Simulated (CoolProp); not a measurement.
Computed with CoolProp (reference Helmholtz-energy equation of state, Akasaka 2023).

For R1336mzz(E), give the phase and the cp (kJ/(kg K)) at 302.7 K and 13.2 kPa; 302.7 K and 21.3 kPa.


- 302.7 K and 13.2 kPa: gas; cp 0.822
- 302.7 K and 21.3 kPa: gas; cp 0.823
